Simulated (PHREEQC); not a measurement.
Model water analysis in mg/L, 30 °C, pH 6.43, pe 10.9: Na 2590; K 248; Ca 189; Mg 533; Cl 5430; S(6) as SO4 932; Alkalinity as HCO3 0.000178; Br 1.53; Cd 21.9.

Valence states are taken as typed.

Equilibrium calculation in PHREEQC: ion-association model, phreeqc.dat.

Precipitation was switched off in this run.

Problem. Predict the ionic strength, charge-balance error.

Solution. ionic strength 0.196 mol/kgw; charge-balance error 0.0 %.

Problem. In which forms is Mg present?

Solution. Mg+2 88 %, MgSO4 12 % of the Mg.

Species that the database lacks are ignored.
